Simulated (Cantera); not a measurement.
Reactions in the system H-N-O-Zr

Source: NASA polynomial tables (part measured, part estimated), evaluated in Cantera. Values are per mole of reaction as written; species without (g) are pure solids or liquids, kept so even where they would boil at 1 bar. ZrN: taken at fixed stoichiometry.

6 H(g) + 2 NO(g) + Zr = ZrO₂ + 2 NH₃(g)

| T (K) | ΔH° (kJ) | ΔS° (J/K) | ΔG° (kJ) | log10 K | condensed phases |
|---|---|---|---|---|---|
| 2300 | -2761.2 | -809.1 | -900.3 | 20.45 | Zr(l), ZrO₂(tetragonal) |
| 2400 | -2762.8 | -809.8 | -819.4 | 17.83 | Zr(l), ZrO₂(tetragonal) |
| 2500 | -2764.3 | -810.4 | -738.4 | 15.43 | Zr(l), ZrO₂(tetragonal) |
| 2600 | -2765.7 | -810.9 | -657.3 | 13.21 | Zr(l), ZrO₂(tetragonal) |
| 2700 | -2766.9 | -811.4 | -576.2 | 11.15 | Zr(l), ZrO₂(s) |
| 2800 | -2768.1 | -811.8 | -495.0 | 9.23 | Zr(l), ZrO₂(s) |
| 2900 | -2769.2 | -812.2 | -413.8 | 7.45 | Zr(l), ZrO₂(s) |

ZrN + 2 OH(g) = H₂O(g) + NO(g) + Zr

```csv
T (K),ΔH° (kJ),ΔS° (J/K),ΔG° (kJ),log10 K
2300,143.0,24.2,87.4,-1.98
2400,142.9,24.1,85.0,-1.85
2500,142.7,24.0,82.6,-1.73
2600,142.4,23.9,80.2,-1.61
2700,142.1,23.8,77.8,-1.50
2800,141.8,23.7,75.4,-1.41
2900,141.4,23.6,73.1,-1.32
```
